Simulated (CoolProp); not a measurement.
n-nonane at 447.58 K and 0.148 MPa flows at 2.2 m/s in a round tube of 100 mm bore and 1.5 µm roughness, fully developed (64/Re and Nu = 3.66 if laminar; Colebrook and Gnielinski if turbulent). Each further row changes one setting.

Computed with CoolProp (reference Helmholtz-energy equation of state, Lemmon 2006). It is a short technical equation, of lower accuracy than the large ones.

```csv
case,Reynolds number,Darcy friction factor,pressure drop (Pa/m),heat-transfer coefficient (W/(m² K)),mass flow (kg/h)
as stated,151000,0.0166,2.21,64.0,341
velocity 4.4 m/s,303000,0.0146,7.75,112,682
diameter 200 mm,303000,0.0145,0.964,55.7,1360
```

Viscosity comes from a separate model (Huber 2004). Thermal conductivity comes from a separate model (Huber 2005).
